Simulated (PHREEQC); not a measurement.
Solution (25 °C): 68 mmol/kgw Na2CO3. Closed to the air; pH follows from the charge balance.

All values are PHREEQC results (ion-association model, phreeqc.dat), not measurements.

| quantity | before | after |
|---|---|---|
| pH | 11.22 | 10.91 |
| ionic strength (mol/kgw) | 0.148 | 0.0180 |
| Na+ (mol/kgw) | 0.109 | 0.0129 |
| CO3-2 (mol/kgw) | 0.0387 | 0.00513 |
| NaCO3- (mol/kgw) | 0.0270 | 0.000740 |
| HCO3- (mol/kgw) | 0.00222 | 0.000928 |

Task: Name the change that produced these shifts.
A) Na2CO3 from 0.068 to 0.0748 mol/kgw
B) Na2CO3 from 0.068 to 0.034 mol/kgw
C) diluted 100-fold with water
D) diluted 10-fold with water

Result: D, diluted 10-fold with water

No solid was allowed to form.
